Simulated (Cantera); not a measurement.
Feed: 1 mol SiHCl₃, 1.3 mol HCl, 27 mol H₂, 0.064 mol Cl₂, at 1425 K and 7.50 Torr.

Equilibrium computed with Cantera from the NASA thermochemical tables; the gas is ideal and each condensed phase is pure. Candidate condensed phases: Si; 19 gas species. The tables' values for SiCl₃ are old estimates; treat these amounts as uncertain. Rates play no part.

Base state: H₂ 0.884, HCl 0.0884, SiCl₂ 0.0267, SiCl₃ 0.00104, SiCl₄ 0.000159, SiHCl₃ 0.000125, H 6.41e-5, SiH₂Cl₂ 1.49e-5 (mole fractions); condensed: Si(s).

Problem. What changes in the equilibrium state with this change: temperature from 1425 K to 1275 K?

Solution. 
| species | before | after |
|---|---|---|
| H₂ | 0.884 | 0.888 |
| HCl | 0.0884 | 0.0850 |
| SiCl₂ | 0.0267 | 0.0211 |
| SiCl₄ | 0.000159 | 0.00214 |
| H | 6.41e-5 | 6.95e-6 |
| SiHCl₃ | 0.000125 | 0.000902 |
| SiH₂Cl₂ | 1.49e-5 | 5.27e-5 |
| Si(s), mol | 0.149 | 0.189 |

Problem. What changes in the equilibrium state with this change: pressure from 7.50 Torr to 75.0 Torr?

Solution. 
| species | before | after |
|---|---|---|
| H₂ | 0.884 | 0.888 |
| HCl | 0.0884 | 0.0831 |
| SiCl₂ | 0.0267 | 0.0234 |
| SiH₂Cl₂ | 1.49e-5 | 0.000132 |
| SiHCl₃ | 0.000125 | 0.00103 |
| Si(s), mol | 0.149 | 0.136 |

Problem. What changes in the equilibrium state with this change: temperature from 1425 K to 1823 K?

Solution. 
| species | before | after |
|---|---|---|
| H₂ | 0.884 | 0.878 |
| HCl | 0.0884 | 0.0896 |
| SiCl₂ | 0.0267 | 0.0274 |
| H | 6.41e-5 | 0.00406 |
| Si | 1.61e-7 | 0.000442 |
| SiH | 6.73e-8 | 4.42e-5 |
| Si(s), mol | 0.149 | 0 |
| Si(l), mol | 0 | 0.136 |
The tables' values for SiCl, SiCl₃ are old estimates; treat these amounts as uncertain. Gases not in the tables: Si₂H₆ and higher silanes.
